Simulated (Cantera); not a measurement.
An adiabatic, constant-pressure homogeneous reactor starts with CH4 : H2 : O2 : N2 = 1 : 0.077 : 3 : 11.3 (molar parts), at 1650 K and 29.0 bar. Integrator tolerance rtol = 1e-08.

Computed with Cantera and GRI-Mech 3.0 (53 species, 325 reactions). The pressure lies above the range GRI-Mech 3.0 was tuned for (to about 10 atm).

Q: What does this change do: pressure from 29.0 bar to 0.230 bar?

A: 
```tsv
quantity	before	after
time of steepest temperature rise	15.3 µs	0.881 ms
temperature at 0.500 s	2812 K	2568 K
equilibrium temperature	2812 K	2568 K
x(CH4) at 0.500 s	<1e-12 (gas-phase equilibrium <1e-12)	<1e-12 (gas-phase equilibrium <1e-12)
x(H2) at 0.500 s	0.00230 (gas-phase equilibrium 0.00230)	0.00782 (gas-phase equilibrium 0.00782)
x(O2) at 0.500 s	0.0538 (gas-phase equilibrium 0.0538)	0.0596 (gas-phase equilibrium 0.0596)
x(N2O) at 0.500 s	5.24e-6 (gas-phase equilibrium 5.24e-6)	3.31e-7 (gas-phase equilibrium 3.31e-7)
x(C2H2) at 0.500 s	<1e-12 (gas-phase equilibrium <1e-12)	<1e-12 (gas-phase equilibrium <1e-12)
x(C2H6) at 0.500 s	<1e-12 (gas-phase equilibrium <1e-12)	<1e-12 (gas-phase equilibrium <1e-12)
```

Q: What does this change do: pressure from 29.0 bar to 1.01 bar?

A: 
| quantity | before | after |
|---|---|---|
| time of steepest temperature rise | 15.3 µs | 0.232 ms |
| temperature at 0.500 s | 2812 K | 2656 K |
| equilibrium temperature | 2812 K | 2656 K |
| x(CH4) at 0.500 s | <1e-12 (gas-phase equilibrium <1e-12) | <1e-12 (gas-phase equilibrium <1e-12) |
| x(H2) at 0.500 s | 0.00230 (gas-phase equilibrium 0.00230) | 0.00585 (gas-phase equilibrium 0.00585) |
| x(O2) at 0.500 s | 0.0538 (gas-phase equilibrium 0.0538) | 0.0576 (gas-phase equilibrium 0.0576) |
| x(N2O) at 0.500 s | 5.24e-6 (gas-phase equilibrium 5.24e-6) | 7.95e-7 (gas-phase equilibrium 7.95e-7) |
| x(C2H2) at 0.500 s | <1e-12 (gas-phase equilibrium <1e-12) | <1e-12 (gas-phase equilibrium <1e-12) |
| x(C2H6) at 0.500 s | <1e-12 (gas-phase equilibrium <1e-12) | <1e-12 (gas-phase equilibrium <1e-12) |
